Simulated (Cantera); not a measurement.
**Gas activation for diamond growth**

An isothermal, constant-pressure homogeneous reactor starts with CH4 : H2 : CO2 = 0.0016 : 1 : 0.0027 (molar parts), at 2825 K and 0.0267 bar.

Detailed kinetics in Cantera: GRI-Mech 3.0 (53 species, 325 reactions). Radical loss at walls, strong at low pressure, is not modelled.

| t (s) | x CH4 | x H2 | x CO2 | x H2O2 | x H |
|---|---|---|---|---|---|
| 2.00e-5 | 0.00154 | 0.995 | 0.00269 | <1e-12 | 0.000503 |
| 6.91e-5 | 0.00151 | 0.994 | 0.00265 | <1e-12 | 0.00181 |
| 0.000239 | 0.00140 | 0.989 | 0.00233 | <1e-12 | 0.00618 |
| 0.000825 | 0.00112 | 0.974 | 0.000554 | <1e-12 | 0.0197 |
| 0.00285 | 0.000441 | 0.942 | 1.02e-6 | <1e-12 | 0.0515 |
| 0.00985 | 3.84e-5 | 0.895 | 9.77e-7 | <1e-12 | 0.0989 |
| 0.0340 | 1.89e-6 | 0.799 | 6.84e-7 | <1e-12 | 0.197 |
| 0.118 | 2.45e-12 | 0.644 | 5.78e-7 | <1e-12 | 0.352 |
| 0.406 | <1e-12 | 0.578 | 5.52e-7 | <1e-12 | 0.417 |
| 1.40 | <1e-12 | 0.577 | 5.52e-7 | <1e-12 | 0.419 |
| 4.85 | <1e-12 | 0.577 | 5.52e-7 | <1e-12 | 0.419 |
| 16.8 | <1e-12 | 0.577 | 5.52e-7 | <1e-12 | 0.419 |
| 57.9 | <1e-12 | 0.577 | 5.52e-7 | <1e-12 | 0.419 |
| 200 | <1e-12 | 0.577 | 5.52e-7 | <1e-12 | 0.419 |
x: mole fraction; the columns are a selection and need not sum to one.

Equilibrium at this temperature and pressure: CH4 <1e-12, H2 0.577, CO2 5.52e-7, H2O2 <1e-12, H 0.419 (gas phase only).
